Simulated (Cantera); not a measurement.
Cantera run:

```python
import numpy as np
import cantera as ct

gas_names = [...]  # 110 gases of nasa_gas.yaml made of C, H, O
cond_names = """
    C(gr) C6H6(L) C7H8(L) C8H18(L),n-octa H2O(s) H2O(L)
""".split()


# ... load() reads the species with a 1 bar reference pressure and builds the phases ...
atoms = {
    'C6H6': {'C': 6, 'H': 6},
    'H2O': {'H': 2, 'O': 1},
}
top_T = {'C(gr)': 4500}  # K; cautious upper limits of use, not melting points


# ... equilibrate(T, P, feed) seeds the gas with the atoms and calls Mixture.equilibrate('TP', solver="vcs", rtol=1e-11, max_steps=5000) ...
results = []
feed = {'C6H6': 1, 'H2O': 1.3}  # mol
T = 2223  # K
P = 100000  # Pa
mix = equilibrate(T, P, feed)
results.append((T, P, feed, dict(zip(mix.species_names, mix.species_moles))))
print(gas.report(threshold=0.0001))
for i in range(1, mix.n_phases):
    print(f"{mix.phase(i).name:16s} {mix.phase_moles(i):12.5e} mol")
```

Output:

```
       temperature   2223 K
          pressure   1e+05 Pa
           density   0.043739 kg/m^3
  mean mol. weight   8.0843 kg/kmol
   phase of matter   gas

                          1 kg             1 kmol
                     ---------------   ---------------
          enthalpy        4.6799e+06        3.7834e+07  J
   internal energy        2.3937e+06        1.9351e+07  J
           entropy             26404        2.1346e+05  J/K
    Gibbs function       -5.4017e+07       -4.3669e+08  J
 heat capacity c_p            4372.4             35348  J/K
 heat capacity c_v              3344             27034  J/K

                      mass frac. Y      mole frac. X     chem. pot. / RT
                     ---------------   ---------------   ---------------
               CH4        0.00028728        0.00014477           -43.188
                CO           0.80216           0.23152           -35.511
    C2H2,acetylene         0.0071085         0.0022071           -26.088
                 H        0.00069655         0.0055864           -10.048
                H2           0.18965            0.7605           -20.096
     [ +105 minor]        9.8564e-05        3.8896e-05

C(gr)             4.67422e+00 mol
```

Method: chemical equilibrium by Gibbs-energy minimisation in Cantera with the NASA 1993 tables (ideal gas, pure condensed phases).
